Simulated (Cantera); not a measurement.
An isothermal, constant-pressure homogeneous reactor starts with 12.7 % H2, 9.80 % O2, 77.5 % N2, equivalence ratio 0.65, at 1375 K and 308 Torr.

Detailed kinetics in Cantera: the H2/O2 subset of GRI-Mech 3.0, which has no nitrogen chemistry. The temperature is held fixed by assumption; the heat of reaction is taken as removed at once.

x: mole fraction; the columns are a selection and need not sum to one.

| t (s) | x H2 | x O2 | x H2O2 | x HO2 | x H | x OH | x O |
|---|---|---|---|---|---|---|---|
| 2.00e-5 | 0.127 | 0.0980 | 1.44e-9 | 1.45e-7 | 9.27e-7 | 1.33e-7 | … |
| 7.76e-5 | 0.0876 | 0.0804 | 6.20e-7 | 1.27e-5 | 0.0215 | 0.00305 | … |
| 0.000301 | 0.00965 | 0.0406 | 1.38e-6 | 1.07e-5 | 0.0170 | 0.00397 | … |
| 0.00117 | 0.00144 | 0.0368 | 7.71e-7 | 7.43e-6 | 0.000754 | 0.00140 | … |
| 0.00454 | 8.55e-5 | 0.0366 | 1.46e-7 | 1.33e-6 | 1.05e-5 | 0.000336 | … |
| 0.0176 | 8.01e-6 | 0.0366 | 2.53e-8 | 1.60e-7 | 3.29e-7 | 0.000108 | … |
| 0.0684 | 1.39e-6 | 0.0366 | 5.66e-9 | 3.43e-8 | 2.51e-8 | 4.58e-5 | … |
| 0.265 | 4.33e-7 | 0.0366 | 1.96e-9 | 1.92e-8 | 4.48e-9 | 2.55e-5 | … |
| 1.03 | 3.42e-7 | 0.0366 | 1.58e-9 | 1.85e-8 | 3.15e-9 | 2.26e-5 | 1.92e-7 |
| 4.00 | 3.42e-7 | 0.0366 | 1.58e-9 | 1.85e-8 | 3.15e-9 | 2.26e-5 | 1.92e-7 |

Task: What belongs in the gaps?

Result: 
- 2.00e-5, x O: 1.84e-7
- 7.76e-5, x O: 0.00467
- 0.000301, x O: 0.00667
- 0.00117, x O: 0.000751
- 0.00454, x O: 4.30e-5
- 0.0176, x O: 4.34e-6
- 0.0684, x O: 7.87e-7
- 0.265, x O: 2.45e-7
